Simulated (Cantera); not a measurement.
A perfectly stirred reactor is fed with CH3OH : O2 : N2 = 1 : 1.25 : 4.7 (molar parts), equivalence ratio 1.2, at 0.370 bar; it is adiabatic with a 650 K inlet, and is followed from long to short residence time, starting on the burning branch (τ in s: 0.027, 0.015, 0.0083, 0.0046, 0.0025, 0.0014, 0.00076, 0.00042, 0.00023, 0.00013, 6.9e-05, 3.8e-05, 2.1e-05).

Detailed kinetics in Cantera: GRI-Mech 3.0 (53 species, 325 reactions). GRI-Mech 3.0 was tuned for natural gas; its chemistry of methanol as a main component is partial and can be far from experiment.

**Question.** What does this change do: inlet temperature 650 to 373 K?

**Answer.** 
| quantity | before | after |
|---|---|---|
| blow-out, bracketed by the residence times tried | burning at 0.130 ms, out at 69.0 µs | burning at 0.230 ms, out at 0.130 ms |
| x(CH3OH) at τ = 27.0 ms | 2.81e-6 | 3.78e-6 |
| x(O2) at τ = 27.0 ms | 0.00524 | 0.00410 |
| x(H) at τ = 27.0 ms | 0.00676 | 0.00643 |
| x(NO) at τ = 27.0 ms | 0.000526 | 0.000178 |
| x(HO2) at τ = 27.0 ms | 7.95e-7 | 7.26e-7 |
| x(CH3OH) at τ = 0.760 ms | 5.49e-5 | 7.56e-5 |
| x(O2) at τ = 0.760 ms | 0.0136 | 0.0121 |
| x(H) at τ = 0.760 ms | 0.0172 | 0.0156 |
| x(NO) at τ = 0.760 ms | 5.50e-5 | 3.69e-5 |
| x(HO2) at τ = 0.760 ms | 4.20e-6 | 4.97e-6 |
